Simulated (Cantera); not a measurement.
An adiabatic, constant-volume homogeneous reactor starts with H2 : O2 : N2 = 1 : 0.25 : 0.94 (molar parts), equivalence ratio 2.0, at 1575 K and 0.440 bar. Integrator tolerance rtol = 1e-08.

Detailed kinetics in Cantera: the H2/O2 subset of GRI-Mech 3.0, which has no nitrogen chemistry.

### Question
What does this change do: initial temperature 1575 to 1500 K?

### Answer
| quantity | before | after |
|---|---|---|
| time of steepest temperature rise | 25.1 µs | 31.8 µs |
| temperature at 0.300 s | 2884 K | 2869 K |
| equilibrium temperature | 2884 K | 2869 K |
| x(H2) at 0.300 s | 0.230 (gas-phase equilibrium 0.230) | 0.232 (gas-phase equilibrium 0.232) |
| x(O2) at 0.300 s | 0.00114 (gas-phase equilibrium 0.00114) | 0.000990 (gas-phase equilibrium 0.000990) |
| x(H2O2) at 0.300 s | 9.42e-8 (gas-phase equilibrium 9.42e-8) | 8.84e-8 (gas-phase equilibrium 8.84e-8) |
| x(H2O) at 0.300 s | 0.223 (gas-phase equilibrium 0.223) | 0.226 (gas-phase equilibrium 0.226) |
| x(HO2) at 0.300 s | 9.46e-7 (gas-phase equilibrium 9.46e-7) | 8.38e-7 (gas-phase equilibrium 8.38e-7) |
| x(OH) at 0.300 s | 0.0179 (gas-phase equilibrium 0.0179) | 0.0166 (gas-phase equilibrium 0.0166) |
| x(H) at 0.300 s | 0.0611 (gas-phase equilibrium 0.0611) | 0.0570 (gas-phase equilibrium 0.0570) |

### Question
What does this change do: N2 0.94 to 1.2 parts?

### Answer
```tsv
quantity	before	after
time of steepest temperature rise	25.1 µs	28.1 µs
temperature at 0.300 s	2884 K	2828 K
equilibrium temperature	2884 K	2828 K
x(H2) at 0.300 s	0.230 (gas-phase equilibrium 0.230)	0.206 (gas-phase equilibrium 0.206)
x(O2) at 0.300 s	0.00114 (gas-phase equilibrium 0.00114)	0.000786 (gas-phase equilibrium 0.000786)
x(H2O2) at 0.300 s	9.42e-8 (gas-phase equilibrium 9.42e-8)	6.41e-8 (gas-phase equilibrium 6.41e-8)
x(H2O) at 0.300 s	0.223 (gas-phase equilibrium 0.223)	0.202 (gas-phase equilibrium 0.202)
x(HO2) at 0.300 s	9.46e-7 (gas-phase equilibrium 9.46e-7)	6.06e-7 (gas-phase equilibrium 6.06e-7)
x(OH) at 0.300 s	0.0179 (gas-phase equilibrium 0.0179)	0.0136 (gas-phase equilibrium 0.0136)
x(H) at 0.300 s	0.0611 (gas-phase equilibrium 0.0611)	0.0482 (gas-phase equilibrium 0.0482)
```
